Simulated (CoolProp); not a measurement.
Model: reference Helmholtz-energy equation of state, Akasaka 2019, in CoolProp.

Question: Give the vapour pressure (bar), liquid density (kg/m³), enthalpy of vaporisation (kJ/kg), vapour Z of saturated R1234ze(Z) at 313.6, 361.1 K.

Answer: 
```
T (K)  p (bar)  liquid density (kg/m³)  enthalpy of vaporisation (kJ/kg)  vapour Z
-----  -------  ----------------------  --------------------------------  --------
313.6     2.94                    1180                               196     0.898
361.1     10.3                    1030                               157     0.764
```
